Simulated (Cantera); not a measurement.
A closed system holds: 1 mol SiHCl3, 0.9 mol NH3, at 1198.15 K and 41.0 Pa.

Equilibrium computed with Cantera from the NASA thermochemical tables; the gas is ideal and each condensed phase is pure. Candidate condensed phases: NH4Cl, Si, Si3N4; 28 gas species. The tables' values for SiCl3 are old estimates; treat these amounts as uncertain. Rates play no part.

Base state: HCl 0.502, H2 0.339, SiCl4 0.0813, SiCl2 0.0360, N2 0.0222, SiCl3 0.0182, SiHCl3 0.00148 (mole fractions); condensed: Si3N4(s).

Question: What changes in the equilibrium state with this change: pressure from 41.0 Pa to 0.100 bar?

Answer: 
```csv
species,before,after
HCl,0.502,0.414
H2,0.339,0.410
SiCl4,0.0813,0.142
SiCl2,0.0360,0.000457
SiCl3,0.0182,0.00271
N2,0.0222,0.0270
SiH2Cl2,3.53e-6,1.32e-5
SiHCl3,0.00148,0.00379
"Si3N4(s), mol",0.190,0.185
```

Question: What changes in the equilibrium state with this change: temperature from 1198.15 K to 1923.15 K?

Answer: 
| species | before | after |
|---|---|---|
| H2 | 0.339 | 0.318 |
| HCl | 0.502 | 0.273 |
| SiCl2 | 0.0360 | 0.230 |
| N2 | 0.0222 | 0.114 |
| Si | <1e-9 | 0.0154 |
| SiCl4 | 0.0813 | 2.66e-6 |
| H | 5.48e-6 | 0.0262 |
| Cl | 7.03e-6 | 0.0170 |
| SiCl3 | 0.0182 | 0.000686 |
| SiCl | 2.06e-8 | 0.00661 |
| SiH | <1e-9 | 0.000144 |
| Si2 | <1e-9 | 4.90e-5 |
| Si3N4(s), mol | 0.190 | 0 |
The tables' values for SiCl, SiCl3, SiN are old estimates; treat these amounts as uncertain.
